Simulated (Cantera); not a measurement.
Charge: 1 mol SiC, 0.11 mol CO2, 16 mol H2, 0.065 mol O2, held at 5400 Torr.

Cantera equilibrium calculation (NASA polynomials, part measured and part estimated; ideal gas, pure solids and liquids). Candidate condensed phases: C, C6H6, C7H8, C8H18, H2O, Si, SiC, SiO2; 123 gas species. Gases not in the tables: Si2H6 and higher silanes. Kinetics and transport are ignored.

Task: At 1925 K, list the 6 most abundant gas species with their mole fractions, and the condensed phases.

Result: H2 0.978, CO 0.0138, SiO 0.00749, CH4 0.000430, H 0.000352, H2O 0.000130. Condensed: SiC(s).
